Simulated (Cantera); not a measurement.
# Stirred combustor or abatement burner

A perfectly stirred reactor is fed with 21.7 % H₂, 16.4 % O₂, 61.8 % N₂, equivalence ratio 0.66, at 1.00 bar; it is adiabatic with a 475 K inlet, and is followed from long to short residence time, starting on the burning branch (τ in s: 0.14, 0.053, 0.021, 0.0079, 0.003, 0.0012, 0.00045, 0.00017, 6.7e-05, 2.6e-05, 9.9e-06).

Model: the H2/O2 subset of GRI-Mech 3.0, which has no nitrogen chemistry, integrated in Cantera.

```tsv
τ (s)	T (K)	x H₂	x O₂	x H	x H₂O₂	x OH	x H₂O
0.14	2083	0.000653	0.0619	8.96e-5	1.50e-7	0.00385	0.240
0.053	2079	0.000850	0.0618	0.000131	1.57e-7	0.00432	0.240
0.021	2070	0.00127	0.0617	0.000238	1.77e-7	0.00519	0.239
0.0079	2053	0.00219	0.0615	0.000542	2.21e-7	0.00663	0.237
0.0030	2021	0.00389	0.0615	0.00132	2.99e-7	0.00850	0.233
0.0012	1972	0.00652	0.0617	0.00301	4.20e-7	0.0104	0.228
0.00045	1888	0.0106	0.0627	0.00678	6.52e-7	0.0119	0.219
0.00017	1767	0.0159	0.0648	0.0136	1.16e-6	0.0123	0.208
6.7e-5	1616	0.0226	0.0689	0.0232	2.39e-6	0.0110	0.195
2.6e-5	1423	0.0382	0.0791	0.0329	5.49e-6	0.00801	0.172
9.9e-6	475	0.217	0.164	<1e-12	<1e-12	<1e-12	<1e-12
```
x: mole fraction; the columns are a selection and need not sum to one.
